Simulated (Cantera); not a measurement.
What does this Cantera script print?

```python
import numpy as np
import cantera as ct

gas = ct.Solution("gri30.yaml")
gas.TPX = 800, 101325, {'CH3OH': 1, 'O2': 0.938, 'N2': 9.38}
inlet = ct.Reservoir(gas, clone=True)
gas.equilibrate("HP")  # start burning
reactor = ct.IdealGasConstPressureReactor(gas, energy="on", clone=False)
exhaust = ct.Reservoir(gas, clone=True)
tau = [0.18, 0.058, 0.019, 0.006, 0.0019, 0.00062, 0.0002, 6.4e-05, 2.1e-05, 6.6e-06][0]
for a, b in ((inlet, reactor), (reactor, exhaust)):
    ct.MassFlowController(a, b, mdot=lambda t: reactor.mass / tau)
net = ct.ReactorNet([reactor])
show = ['CH3OH', 'O2', 'NO', 'CH2', 'O']

rows = []
print(f"{'tau/s':>10s}{'T/K':>9s}" + "".join(f"{s:>11s}" for s in show))
for tau in [0.18, 0.058, 0.019, 0.006, 0.0019, 0.00062, 0.0002, 6.4e-05, 2.1e-05, 6.6e-06]:
    net.initial_time = 0.0
    net.advance(30 * tau)
    before = gas.X
    net.advance(40 * tau)
    drift = np.max(np.abs(gas.X - before) / (gas.X + 1e-9))
    rows.append([gas.T, *gas[show].X, drift])
    print(f"{tau:10.3e}{gas.T:9.1f}" + "".join(f"{x:11.3e}" for x in gas[show].X))
```

Output:

```
     tau/s      T/K      CH3OH         O2         NO        CH2          O
 1.800e-01   1643.3  1.931e-06  5.188e-05  1.527e-05  3.947e-08  2.940e-06
 5.800e-02   1638.7  4.058e-06  1.096e-04  2.157e-05  1.204e-07  6.817e-06
 1.900e-02   1632.5  9.143e-06  2.440e-04  2.411e-05  3.349e-07  1.411e-05
 6.000e-03   1623.2  2.352e-05  6.086e-04  2.190e-05  9.003e-07  2.777e-05
 1.900e-03   1604.8  6.852e-05  1.690e-03  1.588e-05  2.203e-06  5.577e-05
 6.200e-04   1543.9  2.897e-04  6.141e-03  5.506e-06  4.071e-06  1.041e-04
 2.000e-04    800.0  8.835e-02  8.288e-02  7.642e-21  3.232e-18  2.727e-18
 6.400e-05    800.0  8.835e-02  8.288e-02 -2.513e-25  3.227e-18  2.694e-18
 2.100e-05    800.0  8.835e-02  8.288e-02 -1.888e-27  3.211e-18  2.610e-18
 6.600e-06    800.0  8.835e-02  8.288e-02 -1.815e-30  3.159e-18  2.385e-18
```

Computed with Cantera and GRI-Mech 3.0 (53 species, 325 reactions). GRI-Mech 3.0 was tuned for natural gas; its chemistry of methanol as a main component is partial and can be far from experiment.
